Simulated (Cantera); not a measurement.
**Ignition delay**

Mixture: 4.23 % C₃H₈, 12.4 % O₂, 83.3 % N₂, equivalence ratio 1.7, at 0.987 atm, adiabatic and at constant volume. Ignition delay is the time to a rise of 400 K.

Model: GRI-Mech 3.0 (53 species, 325 reactions), integrated in Cantera. GRI-Mech 3.0 was tuned for natural gas; its chemistry of propane as a main component is partial and can be far from experiment.

```json
[
 {"T0 (K)": "1175", "delay (ms)": "14.4"},
 {"T0 (K)": "1275", "delay (ms)": "2.10"},
 {"T0 (K)": "1375", "delay (ms)": "0.454"},
 {"T0 (K)": "1475", "delay (ms)": "0.141"},
 {"T0 (K)": "1575", "delay (ms)": "0.0583"},
 {"T0 (K)": "1675", "delay (ms)": "0.0301"}
]
```

```json
{
 "apparent activation energy between 1475 and 1675 K": "160 kJ/mol"
}
```
